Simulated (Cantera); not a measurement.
What does this Cantera script print?

```python
import numpy as np
import cantera as ct

gas_names = """
    H HO2 H2 H2O H2O2 H2S H2SO4 Mg MgH MgO MgOH MgO2H2 MgS Mg2 O OH O2 O3 S SH SO SO2 SO3 S2 S2O S8
""".split()
cond_names = """
    H2O(s) H2O(L) H2SO4(L) Mg(cr) Mg(L) MgO(s) MgO(L) MgO2H2(s) MgS(s) MgSO4(s) MgSO4(L) S(cr1) S(cr2)
    S(L)
""".split()


# ... load() reads the species with a 1 bar reference pressure and builds the phases ...
atoms = {
    'MgO': {'Mg': 1, 'O': 1},
    'SO3': {'S': 1, 'O': 3},
    'H2O': {'H': 2, 'O': 1},
    'SO2': {'S': 1, 'O': 2},
}
top_T = {'MgS(s)': 2250}  # K; cautious upper limits of use, not melting points


# ... equilibrate(T, P, feed) seeds the gas with the atoms and calls Mixture.equilibrate('TP', solver="vcs", rtol=1e-11, max_steps=5000) ...
results = []
feed = {'MgO': 1, 'SO3': 3, 'H2O': 4.2, 'SO2': 0.33}  # mol
T = 1173  # K
P = 1000  # Pa
mix = equilibrate(T, P, feed)
results.append((T, P, feed, dict(zip(mix.species_names, mix.species_moles))))
print(gas.report(threshold=0.001))
for i in range(1, mix.n_phases):
    print(f"{mix.phase(i).name:16s} {mix.phase_moles(i):12.5e} mol")
```

Result:

```
       temperature   1173 K
          pressure   1000 Pa
           density   0.0038353 kg/m^3
  mean mol. weight   37.406 kg/kmol
   phase of matter   gas

                          1 kg             1 kmol
                     ---------------   ---------------
          enthalpy       -4.9816e+06       -1.8634e+08  J
   internal energy       -5.2423e+06       -1.9609e+08  J
           entropy            8447.1        3.1597e+05  J/K
    Gibbs function        -1.489e+07       -5.5697e+08  J
 heat capacity c_p            1250.4             46772  J/K
 heat capacity c_v            1028.1             38457  J/K

                      mass frac. Y      mole frac. X     chem. pot. / RT
                     ---------------   ---------------   ---------------
               H2O           0.22453           0.46621            -55.55
                O2            0.1404           0.16413           -33.432
               SO2           0.62489           0.36489           -69.373
               SO3          0.010172         0.0047526           -86.089
     [  +22 minor]        6.0933e-06        1.3371e-05

Mg(L)             0.00000e+00 mol
MgO(s)            1.00000e+00 mol
MgS(s)            0.00000e+00 mol
MgSO4(s)          0.00000e+00 mol
S(L)              0.00000e+00 mol
```

Cantera equilibrium calculation (NASA polynomials, part measured and part estimated; ideal gas, pure solids and liquids).
